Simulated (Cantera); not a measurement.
Input (Python, Cantera) and output of one run.

```python
import numpy as np
import cantera as ct

gas_names = [...]  # 110 gases of nasa_gas.yaml made of C, H, O
cond_names = """
    C(gr) C6H6(L) C7H8(L) C8H18(L),n-octa H2O(s) H2O(L)
""".split()


# ... load() reads the species with a 1 bar reference pressure and builds the phases ...
atoms = {
    'C': {'C': 1},
    'CO2': {'C': 1, 'O': 2},
    'H2': {'H': 2},
    'O2': {'O': 2},
}
top_T = {'C(gr)': 4500}  # K; cautious upper limits of use, not melting points


# ... equilibrate(T, P, feed) seeds the gas with the atoms and calls Mixture.equilibrate('TP', solver="vcs", rtol=1e-11, max_steps=5000) ...
results = []
feed = {'C': 1, 'CO2': 0.18, 'H2': 1.2, 'O2': 0.011}  # mol
P = 10000  # Pa
for T in [1048, 1248, 1448, 1648, 1848, 2048, 2248, 2448]:
    mix = equilibrate(T, P, feed)
    results.append((T, P, feed, dict(zip(mix.species_names, mix.species_moles))))
    x = sorted(zip(gas.X, gas.species_names), reverse=True)
    print(f"T = {T:g} K  P = {P:g} Pa  gas = {mix.phase_moles(0):.4g} mol")
    print("   x: " + "  ".join(f"{s} {v:.3e}" for v, s in x if v > 1e-06))
    print("   condensed (mol): " + ("  ".join(f"{mix.phase(i).name} {mix.phase_moles(i):.4g}"
          for i in range(1, mix.n_phases) if mix.phase_moles(i) > 1e-12) or "none"))
```

Result:

```
T = 1048 K  P = 10000 Pa  gas = 1.57 mol
   x: H2 7.545e-01  CO 2.375e-01  H2O 3.351e-03  CH4 3.324e-03  CO2 1.252e-03
   condensed (mol): C(gr) 0.8
T = 1248 K  P = 10000 Pa  gas = 1.58 mol
   x: H2 7.577e-01  CO 2.413e-01  CH4 6.401e-04  H2O 2.812e-04  CO2 5.751e-05  H 1.286e-06
   condensed (mol): C(gr) 0.7975
T = 1448 K  P = 10000 Pa  gas = 1.582 mol
   x: H2 7.583e-01  CO 2.415e-01  CH4 1.918e-04  H2O 4.640e-05  H 2.538e-05  CO2 6.233e-06  C2H2,acetylene 3.604e-06
   condensed (mol): C(gr) 0.7978
T = 1648 K  P = 10000 Pa  gas = 1.582 mol
   x: H2 7.582e-01  CO 2.414e-01  H 2.452e-04  CH4 7.700e-05  C2H2,acetylene 3.391e-05  H2O 1.192e-05  CO2 1.185e-06
   condensed (mol): C(gr) 0.7978
T = 1848 K  P = 10000 Pa  gas = 1.583 mol
   x: H2 7.570e-01  CO 2.413e-01  H 1.459e-03  C2H2,acetylene 1.949e-04  CH4 3.775e-05  H2O 4.131e-06  CH3 1.466e-06
   condensed (mol): C(gr) 0.7973
T = 2048 K  P = 10000 Pa  gas = 1.587 mol
   x: H2 7.523e-01  CO 2.407e-01  H 6.142e-03  C2H2,acetylene 7.887e-04  CH4 2.121e-05  CH3 3.404e-06  H2O 1.762e-06
   condensed (mol): C(gr) 0.7955
T = 2248 K  P = 10000 Pa  gas = 1.598 mol
   x: H2 7.385e-01  CO 2.391e-01  H 1.996e-02  C2H2,acetylene 2.446e-03  CH4 1.296e-05  CH3 6.650e-06  C4H2 3.309e-06  C2H 2.610e-06
   condensed (mol): C(gr) 0.7901
T = 2448 K  P = 10000 Pa  gas = 1.625 mol
   x: H2 7.058e-01  CO 2.351e-01  H 5.289e-02  C2H2,acetylene 6.104e-03  C2H 2.934e-05  C4H2 2.176e-05  CH3 1.111e-05  CH4 8.147e-06  C2H2,vinylidene 3.974e-06  C3 2.174e-06  CH2 1.696e-06
   condensed (mol): C(gr) 0.7779
```

Method: chemical equilibrium by Gibbs-energy minimisation in Cantera with the NASA 1993 tables (ideal gas, pure condensed phases).
